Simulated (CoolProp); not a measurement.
Saturated liquid density (kg/m³) of sulfur hexafluoride: the reference equation beside estimates from Tc = 318.7 K, pc = 3.755 MPa, ω = 0.210. Rackett uses Z = 0.29056 − 0.08775 ω.

The numbers come from the reference Helmholtz-energy equation of state, Guder 2009 in CoolProp.

```json
[
 {"T (K)": "229.3", "reference": "1816", "Rackett": "1880", "Soave-Redlich-Kwong": "1733"},
 {"T (K)": "239.1", "reference": "1766", "Rackett": "1826", "Soave-Redlich-Kwong": "1674"},
 {"T (K)": "249", "reference": "1711", "Rackett": "1767", "Soave-Redlich-Kwong": "1609"},
 {"T (K)": "258.8", "reference": "1653", "Rackett": "1705", "Soave-Redlich-Kwong": "1539"},
 {"T (K)": "268.7", "reference": "1589", "Rackett": "1637", "Soave-Redlich-Kwong": "1460"},
 {"T (K)": "278.5", "reference": "1519", "Rackett": "1563", "Soave-Redlich-Kwong": "1372"},
 {"T (K)": "288.4", "reference": "1437", "Rackett": "1478", "Soave-Redlich-Kwong": "___"},
 {"T (K)": "298.2", "reference": "1340", "Rackett": "___", "Soave-Redlich-Kwong": "___"}
]
```

Problem. What belongs in the gaps?

Solution. 
- 288.4, Soave-Redlich-Kwong: 1270
- 298.2, Rackett: 1378
- 298.2, Soave-Redlich-Kwong: 1150

Absolute difference from the reference over all 8 rows, mean and median: Rackett 3.1 and 3.1 %, Soave-Redlich-Kwong 8.3 and 7.5 %.
